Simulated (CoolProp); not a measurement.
Saturation properties of octamethyltrisiloxane (MDM).

Computed with CoolProp (reference Helmholtz-energy equation of state, Thol 2017).

```
T (K)  p (bar)  liquid density (kg/m³)  liquid cp (kJ/(kg K))  vapour Z
-----  -------  ----------------------  ---------------------  --------
431.6    1.181                   667.6                  2.129    0.9170
435.3    1.296                   662.8                  2.140    0.9113
439.1    1.422                   657.8                  2.151    0.9051
442.8    1.554                   652.9                  2.162    0.8989
446.5    1.695                   647.9                  2.173    0.8924
450.2    1.846                   642.9                  2.184    0.8856
454      2.011                   637.6                  2.196    0.8783
457.7    2.183                   632.4                  2.208    0.8709
461.4    2.365                   627.1                  2.220    0.8632
```

It boils at 425.6 K under 1 atm.
